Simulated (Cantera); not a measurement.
An isothermal, constant-pressure homogeneous reactor starts with 23.3 % CH4, 76.7 % N2, at 1450 K and 0.330 bar.

Computed with Cantera and GRI-Mech 3.0 (53 species, 325 reactions). GRI-Mech 3.0 stops at C3 and has no aromatics, soot or wall deposition, so with more carbon than oxygen in the feed, carbon stays in small species such as C2H2 where larger ones or solid carbon would form.

Q: Predict: x(CH4) at 50.0 s; x(HCN) at 50.0 s; x(C2H2) at 50.0 s; x(H) at 50.0 s.

A: 
```json
{
 "x(CH4) at 50.0 s": "0.0193 (gas-phase equilibrium 0.0144)",
 "x(HCN) at 50.0 s": "9.43e-9 (gas-phase equilibrium 0.0791)",
 "x(C2H2) at 50.0 s": "0.0835 (gas-phase equilibrium 0.0472)",
 "x(H) at 50.0 s": "8.32e-6 (gas-phase equilibrium 8.52e-6)"
}
```
